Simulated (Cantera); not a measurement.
An adiabatic, constant-pressure homogeneous reactor starts with CH4 : O2 : N2 = 1 : 1.43 : 5.37 (molar parts), at 1375 K and 84000 Pa. Integrator tolerance rtol = 1e-08.

Detailed kinetics in Cantera: GRI-Mech 3.0 (53 species, 325 reactions).

```
quantity                                                            before                                      after
---------------------------------  ---------------------------------------  -----------------------------------------
time of steepest temperature rise                                  6.30 ms                                    1.06 ms
temperature at 0.300 s                                              2668 K                                     2769 K
equilibrium temperature                                             2668 K                                     2769 K
x(CH4) at 0.300 s                    <1e-12 (gas-phase equilibrium <1e-12)  4.97e-12 (gas-phase equilibrium 5.72e-12)
x(O2) at 0.300 s                   0.00165 (gas-phase equilibrium 0.00165)  0.000510 (gas-phase equilibrium 0.000510)
x(H) at 0.300 s                      0.0132 (gas-phase equilibrium 0.0132)    0.00652 (gas-phase equilibrium 0.00652)
x(NO2) at 0.300 s                  1.47e-7 (gas-phase equilibrium 1.47e-7)    1.43e-7 (gas-phase equilibrium 1.43e-7)
x(CH2) at 0.300 s                    <1e-12 (gas-phase equilibrium <1e-12)  2.09e-12 (gas-phase equilibrium 2.25e-12)
x(HCO) at 0.300 s                  1.02e-7 (gas-phase equilibrium 1.02e-7)    3.79e-7 (gas-phase equilibrium 3.79e-7)
```

Problem. Name the change that produced these shifts.
A) pressure from 84000 Pa to 720000 Pa
B) constant volume in place of constant pressure
C) pressure from 84000 Pa to 500000 Pa
D) N2 5.37 to 8.9 parts

Solution. A, pressure from 84000 Pa to 720000 Pa
